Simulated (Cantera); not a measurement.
Input (Python, Cantera) and output of one run.

```python
import numpy as np
import cantera as ct

gas_names = """
    B BH BH2 BH3 BN BO BO2 B2 B2O B2O2 B2O3 B3O3H3 H HBO HBO2 HNO HNO2 HNO3 HO2 H2 H2O H2O2 H3B3O6 N NH
    NH2 NH3 NH2OH NO NO2 NO3 N2 N2H2 N2H4 N2O O OH O2 O3
""".split()
cond_names = """
    B(b) B(L) BN(s) B2O3(L) B3O3H3(cr) H2O(s) H2O(L)
""".split()


# ... load() reads the species with a 1 bar reference pressure and builds the phases ...
atoms = {
    'BN': {'B': 1, 'N': 1},
    'H2O': {'H': 2, 'O': 1},
    'H2': {'H': 2},
}
top_T = {'BN(s)': 3200}  # K; cautious upper limits of use, not melting points


# ... equilibrate(T, P, feed) seeds the gas with the atoms and calls Mixture.equilibrate('TP', solver="vcs", rtol=1e-11, max_steps=5000) ...
results = []
feed = {'BN': 1, 'H2O': 3.7, 'H2': 23}  # mol
T = 1925  # K
P = 100000  # Pa
mix = equilibrate(T, P, feed)
results.append((T, P, feed, dict(zip(mix.species_names, mix.species_moles))))
x = sorted(zip(gas.X, gas.species_names), reverse=True)
print(f"T = {T:g} K  P = {P:g} Pa  gas = {mix.phase_moles(0):.4g} mol")
print("   x: " + "  ".join(f"{s} {v:.3e}" for v, s in x if v > 1e-05))
print("   condensed (mol): " + ("  ".join(f"{mix.phase(i).name} {mix.phase_moles(i):.4g}"
      for i in range(1, mix.n_phases) if mix.phase_moles(i) > 1e-12) or "none"))
```

Result:

```
T = 1925 K  P = 100000 Pa  gas = 27.71 mol
   x: H2 8.818e-01  H2O 6.461e-02  HBO2 3.139e-02  N2 1.804e-02  HBO 1.816e-03  B2O3 1.409e-03  H 8.977e-04  BO 2.887e-05  B2O2 1.144e-05
   condensed (mol): none
```

Cantera equilibrium calculation (NASA polynomials, part measured and part estimated; ideal gas, pure solids and liquids).
